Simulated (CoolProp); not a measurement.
A single-stage vapour-compression cycle with n-perfluoropentane: evaporating at 253.15 K (dew point), condensing at 274.15 K (bubble point), superheat 5 K, subcooling 5 K, compressor efficiency 0.6, no pressure losses. Each further row changes one setting.

Model: reference Helmholtz-energy equation of state, Gao 2022, in CoolProp.

| case | cooling COP | pressure ratio | discharge temperature (K) | refrigerating effect (kJ/kg) | volumetric capacity (kJ/m³) |
|---|---|---|---|---|---|
| as stated | 6.84 | 2.95 | 276.5 | 91.9 | 133 |
| evaporating temperature 258.15 K | 9.42 | 2.23 | 277.0 | 95.5 | 179 |
| condensing temperature 269.15 K | 9.24 | 2.32 | 272.5 | 96.8 | 140 |
| subcooling 10 K | 7.20 | 2.95 | 276.5 | 96.8 | 140 |
| superheat 15 K | 7.08 | 2.95 | 286.8 | 99.4 | 138 |
| compressor efficiency 0.5 | 5.70 | 2.95 | 280.0 | 91.9 | 133 |
